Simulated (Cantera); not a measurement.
Feed: 1 mol CH3SiCl3, 0.7 mol C2H4, 1.5 mol H2, equilibrated at 2375 K and 1.00 Torr.

Equilibrium computed with Cantera from the NASA thermochemical tables; the gas is ideal and each condensed phase is pure. Candidate condensed phases: C, C6H6, C7H8, C8H18, Si, SiC; 109 gas species. The feed counts by its element totals alone. The tables' values for SiCl, SiCl3 are old estimates; treat these amounts as uncertain. Gases not in the tables: Si2H6 and higher silanes. Rates play no part.

Base state: H2 0.323, HCl 0.225, H 0.219, Cl 0.109, Si 0.0805, SiCl2 0.0156, SiC2 0.0143, SiCl 0.00753 (mole fractions); condensed: C(graphite).

### Question
What changes in the equilibrium state with this change: temperature from 2375 K to 2450 K?

### Answer
| species | before | after |
|---|---|---|
| H | 0.219 | 0.286 |
| H2 | 0.323 | 0.270 |
| HCl | 0.225 | 0.187 |
| SiCl2 | 0.0156 | 0.00669 |
| Cl | 0.109 | 0.141 |
| SiC2 | 0.0143 | 0.0182 |
| Si | 0.0805 | 0.0814 |
| C2 | 4.32e-6 | 1.54e-5 |
| C3 | 4.80e-5 | 0.000168 |
| SiCl3 | 1.72e-5 | 5.63e-6 |
| C | 2.04e-5 | 6.19e-5 |
| C(graphite), mol | 2.11 | 2.02 |
The tables' values for SiCl are old estimates; treat these amounts as uncertain.
